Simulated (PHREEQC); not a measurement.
Dissolve 0.11 mol/kgw FeCl3 at 25 °C. Closed to the air; pH follows from the charge balance.

All values are PHREEQC results (ion-association model, wateq4f.dat), not measurements.

```yaml
pH: 1.86
ionic_strength: 0.426 mol/kgw
activity_of_water: 0.994
total_alkalinity: -220 meq/kg
```

```tsv
species	molality	activity	log γ
Cl-	0.251	0.164	-0.184
FeCl+2	0.0540	0.0123	-0.643
Fe+3	0.0261	0.00248	-1.023
H+	0.0180	0.0138	-0.114
FeCl2+	0.0123	0.00903	-0.136
Fe2(OH)2+4	0.00538	3.56e-5	-2.180
FeOH+2	0.00505	0.00115	-0.643
Fe3(OH)4+5	0.000518	2.03e-7	-3.406
FeCl3	0.000134	0.000148	0.043
Fe(OH)2+	3.90e-5	2.74e-5	-0.154
```

No solid was allowed to form. Examples of supersaturated solids here: Hematite (slow to form), Goethite (slow to form). Others may be too.
